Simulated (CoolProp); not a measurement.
A Linde-Hampson liquefier for oxygen: isothermal reversible compression at 200 K from 1 atm to 20 MPa, throttling to 1 atm, return gas leaving the recuperator 10 K below the feed. Each further row changes one setting.

Computed with CoolProp (reference Helmholtz-energy equation of state, Schmidt 1985).

| case | liquid yield per pass | compression work (kJ/kg of gas) |
|---|---|---|
| as stated | 0.317 | 246 |
| high pressure 40 MPa | 0.358 | 275 |
| warm-end temperature 230 K | … | … |
| warm-end gap 15 K | … | 246 |

### Question
Complete the blanks.

### Answer

- warm-end temperature 230 K, liquid yield per pass: 0.205
- warm-end temperature 230 K, compression work (kJ/kg of gas): 297
- warm-end gap 15 K, liquid yield per pass: 0.307
